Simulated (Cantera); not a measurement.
## Stirred combustor or abatement burner

A perfectly stirred reactor is fed with 16.5 % CO, 2.64 % H2, 18.8 % O2, 62.0 % N2, equivalence ratio 0.51, at 10.9 atm; it is adiabatic with a 800 K inlet, and is followed from long to short residence time, starting on the burning branch (τ in s: 0.32, 0.12, 0.042, 0.015, 0.0054, 0.0019, 0.0007, 0.00025, 9.1e-05, 3.3e-05).

Cantera simulation using GRI-Mech 3.0 (53 species, 325 reactions); the numbers are that mechanism's predictions, not measurements. The hydrogen kinetics of GRI-Mech 3.0 are dated; newer H2 mechanisms differ, most at raised pressure.

| τ (s) | T (K) | x CO | x H2 | x O2 | x OH | x N2O | x H2O2 |
|---|---|---|---|---|---|---|---|
| 0.32 | 2258 | 0.00158 | 4.51e-5 | 0.0983 | 0.00152 | 1.57e-6 | 1.18e-7 |
| 0.12 | 2260 | 0.00163 | 4.62e-5 | 0.0989 | 0.00155 | 1.58e-6 | 1.19e-7 |
| 0.042 | 2263 | 0.00177 | 4.91e-5 | 0.1000 | 0.00160 | 1.63e-6 | 1.21e-7 |
| 0.015 | 2265 | 0.00209 | 5.54e-5 | 0.101 | 0.00168 | 1.75e-6 | 1.26e-7 |
| 0.0054 | 2262 | 0.00283 | 7.02e-5 | 0.102 | 0.00185 | 2.05e-6 | 1.33e-7 |
| 0.0019 | 2249 | 0.00455 | 0.000105 | 0.103 | 0.00218 | 2.73e-6 | 1.53e-7 |
| 0.00070 | 2221 | 0.00788 | 0.000173 | 0.104 | 0.00268 | 3.75e-6 | 1.96e-7 |
| 0.00025 | 2169 | 0.0141 | 0.000298 | 0.107 | 0.00329 | 4.67e-6 | 2.83e-7 |
| 9.1e-5 | 2081 | 0.0247 | 0.000491 | 0.111 | 0.00377 | 4.82e-6 | 4.42e-7 |
| 3.3e-5 | 1927 | 0.0442 | 0.000780 | 0.119 | 0.00363 | 4.28e-6 | 7.93e-7 |
x: mole fraction; the columns are a selection and need not sum to one.
